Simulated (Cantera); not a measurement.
**Ignition delay**

Mixture: 4.61 % CH4, 0.166 % C2H6, 20.0 % O2, 75.2 % N2, equivalence ratio 0.49, at 5.20 bar, adiabatic and at constant volume. Ignition delay is the time to a rise of 400 K.

Model: GRI-Mech 3.0 (53 species, 325 reactions), integrated in Cantera.

```
T0 (K)  delay (ms)
------  ----------
1248          1.79
1298          1.01
1348         0.584
1398         0.345
1448         0.208
1498         0.129
1548        0.0821
1598        0.0538
1648        0.0364
1698        0.0254
```

```
Quantity                                                Result
--------------------------------------------------  ----------
apparent activation energy between 1598 and 1698 K  170 kJ/mol
```
